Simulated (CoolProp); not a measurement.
Hydrogen chloride along the isotherm 299.2 K: Z from the reference equation and from simpler models built on Tc = 324.7 K, pc = 8314 kPa, ω = 0.130; each cubic takes its own stable root.

Computed with CoolProp (reference Helmholtz-energy equation of state, Thol 2018).

```
p (kPa)  phase  reference  Pitzer virial  Soave-Redlich-Kwong
-------  -----  ---------  -------------  -------------------
416        gas     0.9754         0.9777               0.9778
831        gas     0.9501         0.9554               0.9549
1250       gas     0.9235         0.9329               0.9309
1660       gas     0.8963         0.9109               0.9065
2080       gas     0.8671         0.8883               0.8804
2490       gas     0.8371         0.8663               0.8537
2910       gas     0.8043         0.8437               0.8248
3330       gas     0.7691         0.8212               0.7939
3740       gas     0.7316         0.7992               0.7615
4160       gas     0.6887         0.7766               0.7251
```
